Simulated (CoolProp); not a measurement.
Vapour-liquid equilibrium of propane (1) + R113 (2) at 68.65 °C; x and y are mole fractions of (1).

The numbers come from the multi-fluid Helmholtz-energy mixture model, Lemmon 2009 and Marx 1992; pair parameters Bell 2016 in CoolProp.

```
x     bubble pressure (MPa)  y at the bubble point  dew pressure at overall composition x (MPa)  liquid density (mol/L)
----  ---------------------  ---------------------  -------------------------------------------  ----------------------
0.05                 0.3036                  0.370                                       0.2038                   7.864
0.15                 0.5244                  0.649                                       0.2273                   8.066
0.25                 0.7438                  0.765                                       0.2567                   8.270
0.35                 0.9601                  0.828                                       0.2946                   8.474
0.45                  1.173                  0.869                                       0.3454                   8.674
0.55                  1.386                  0.900                                       0.4170                   8.865
0.65                  1.602                  0.924                                       0.5252                   9.041
0.75                  1.829                  0.945                                       0.7066                   9.188
0.85                  2.075                  0.966                                        1.063                   9.286
0.95                  2.357                  0.988                                        1.886                   9.293
```

No azeotrope shows between x = 0.05 and 0.95.

The pair parameters rest on a limited set of measurements; away from them the model extrapolates.
